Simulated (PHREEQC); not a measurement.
1 kg of water holding 0.0077 mol K2SO4 and 0.0058 mol KCl is evaporated at 25 °C; the solids stay in contact with the brine. CO2 from the air is kept out. Only these solids could form: Arcanite, Misenite, Sylvite.

The series has 28 steps of water left (kg), from 1 to 0.005012.

The numbers come from PHREEQC with the Pitzer model, pitzer.dat.

Q: Which solids form, in which order, and at which step of the series does each first stand?

A: Arcanite from water left = 0.01337 kg.
